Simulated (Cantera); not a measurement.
NO annealing gas

An isothermal, constant-pressure homogeneous reactor starts with 7.14 % NO, 92.9 % N2, at 2148 K and 0.0132 atm.

Model: GRI-Mech 3.0 (53 species, 325 reactions), integrated in Cantera. Radical loss at walls, strong at low pressure, is not modelled.

```
t (s)        x NO     x NO2    x N2O   x N2       x O      x O2
--------  -------  --------  -------  -----  --------  --------
3.00e-5    0.0714    <1e-12  6.44e-9  0.929   6.45e-9    <1e-12
0.000125   0.0714  1.40e-12  2.68e-8  0.929   2.70e-8  4.77e-12
0.000522   0.0714  2.28e-11  1.10e-7  0.929   1.15e-7  8.34e-11
0.00218    0.0714  3.14e-10  4.29e-7  0.929   5.07e-7   1.51e-9
0.00909    0.0714   2.92e-9  1.38e-6  0.929   2.53e-6   3.01e-8
0.0379     0.0714   1.91e-8  2.50e-6  0.929   1.38e-5   6.76e-7
0.158      0.0713   9.36e-8  2.58e-6  0.929   6.48e-5   1.40e-5
0.660      0.0706   3.89e-7  2.43e-6  0.929  0.000270  0.000251
2.75       0.0628   1.32e-6  1.68e-6  0.932  0.000999   0.00379
11.5       0.0185   1.02e-6  1.37e-7  0.954   0.00255    0.0251
47.9      0.00482   2.96e-7  3.43e-8  0.960   0.00299    0.0318
200       0.00482   2.96e-7  3.42e-8  0.960   0.00299    0.0318
```
x: mole fraction; the columns are a selection and need not sum to one.

Equilibrium at this temperature and pressure: NO 0.00482, NO2 2.96e-7, N2O 3.42e-8, N2 0.960, O 0.00299, O2 0.0318 (gas phase only).
